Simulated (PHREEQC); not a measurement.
Dissolve 170 mmol/kgw ZnBr2, 0.11 mmol/kgw KHF2 and 0.83 mmol/kgw H2S at 25 °C. Closed to the air; pH follows from the charge balance.

Equilibrium calculation in PHREEQC: ion-association model, wateq4f.dat.

Each row changes one thing in this solution. This is a speciation only: nothing precipitates in the calculation.

```tsv
case	pH	ZnBr+ (mol/kgw)	ZnBr2 (mol/kgw)	F- (mol/kgw)	HF (mol/kgw)	ZnF+ (mol/kgw)	SI of ZnS(a) (ZnS)	SI of Zincite(c) (ZnO)
as made	3.18	0.00365	0.000234	0.000107	5.94e-5	5.37e-5	+2.40	-6.17
ZnBr2 from 0.17 to 0.187 mol/kgw	3.18	0.00429	0.000301	0.000106	5.76e-5	5.62e-5	+2.42	-6.14
diluted 100-fold with water	…	1.13e-6	1.31e-9	2.14e-6	2.60e-8	3.81e-8	+2.50	-3.92
KHF2 from 0.00011 to 0.00022 mol/kgw	…	0.00365	0.000234	0.000210	0.000123	0.000106	…	…
0.095 mol/kgw NaCl added	3.18	0.00332	0.000212	0.000110	5.87e-5	4.91e-5	+2.39	-6.20
```

Complete the blanks.


- diluted 100-fold with water, pH: 5.06
- KHF2 from 0.00011 to 0.00022 mol/kgw, pH: 3.16
- KHF2 from 0.00011 to 0.00022 mol/kgw, SI of ZnS(a) (ZnS): +2.38
- KHF2 from 0.00011 to 0.00022 mol/kgw, SI of Zincite(c) (ZnO): -6.21

Complexes and solids missing from the database can't appear. Some of these states are supersaturated (in ZnS(a), Sphalerite (slow to form), for instance). The polysulfide entries of wateq4f.dat were taken out for this run.
